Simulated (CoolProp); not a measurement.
Values from CoolProp's reference Helmholtz-energy equation of state, Thol 2015.

Give the vapour pressure (MPa), liquid density (kg/m³), enthalpy of vaporisation (kJ/kg), vapour Z of saturated 1,2-dichloroethane at 145.85, 212.25 °C.


```csv
T (°C),p (MPa),liquid density (kg/m³),enthalpy of vaporisation (kJ/kg),vapour Z
145.85,0.515,1050,285,0.904
212.25,1.77,905,227,0.766
```
